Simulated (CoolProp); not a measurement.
Properties of ethylene along the isotherm 303.4 K.

The numbers come from the reference Helmholtz-energy equation of state, Smukala 2000 in CoolProp.

```csv
p (bar),phase,Z,cp (kJ/(kg K)),expansivity (1/kK)
19.4,gas,0.8886,1.785,4.755
38.8,gas,0.7555,2.300,7.885
58.2,supercritical,0.5798,4.030,18.26
77.6,supercritical,0.3713,7.749,35.56
97,supercritical,0.3560,4.698,14.93
116,supercritical,0.3871,3.813,9.694
136,supercritical,0.4278,3.397,7.369
155,supercritical,0.4685,3.169,6.137
175,supercritical,0.5121,3.010,5.297
194,supercritical,0.5537,2.901,4.733
213,supercritical,0.5951,2.819,4.307
233,supercritical,0.6385,2.750,3.955
252,supercritical,0.6794,2.697,3.686
```

The peak of cp marks the crossing from liquid-like to gas-like fluid above the critical point.
